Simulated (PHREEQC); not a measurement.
Solution (25 °C): 1.4 mol/kgw NaOH, 0.0027 mol/kgw Na2B4O7 and 2 mol/kgw KBr. Closed to the air; pH follows from the charge balance.

The numbers come from PHREEQC with the Pitzer model, pitzer.dat.

Question: The ionic strength comes out as 3.40 mol/kgw. What activity coefficients do Br-, K+, Na+, B(OH)4-, OH- get?

Answer: Br- 0.57, K+ 0.68, Na+ 0.70, B(OH)4- 0.44, OH- 0.74. Single-ion values are on the MacInnes scale.

Precipitation was switched off in this run. Species that the database lacks are ignored. In brines, pH and single-ion activities rest on the MacInnes convention.
